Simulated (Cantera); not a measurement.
Input: 1 mol AlCl3, 1 mol HCl, 6.8 mol H2, 15 mol N2, equilibrated at 0.0220 bar.

Method: chemical equilibrium by Gibbs-energy minimisation in Cantera with the NASA 1993 tables (ideal gas, pure condensed phases). Candidate condensed phases: Al, AlCl3, AlN, NH4Cl; 20 gas species. Kinetics and transport are ignored.

Question: Which condensed phases are stable at each of these points (T (°C)): 952, 1027, 1102, 1177, 1252, 1327, 1402, 1477, 1552, 1627, 1702, 1777, 1852, 1927?

Answer: 
| T (°C) | condensed phases | Al condensed (%) |
|---|---|---|
| 952 | AlN(s) | 17.9 |
| 1027 | AlN(s) | 16.5 |
| 1102 | AlN(s) | 14.4 |
| 1177 | AlN(s) | 9.8 |
| 1252 | gas only | 0.0 |
| 1327 | gas only | 0.0 |
| 1402 | gas only | 0.0 |
| 1477 | gas only | 0.0 |
| 1552 | gas only | 0.0 |
| 1627 | gas only | 0.0 |
| 1702 | gas only | 0.0 |
| 1777 | gas only | 0.0 |
| 1852 | gas only | 0.0 |
| 1927 | gas only | 0.0 |

From 952 °C to 1177 °C the condensed part is AlN(s). From 1252 °C to 1927 °C nothing is condensed.
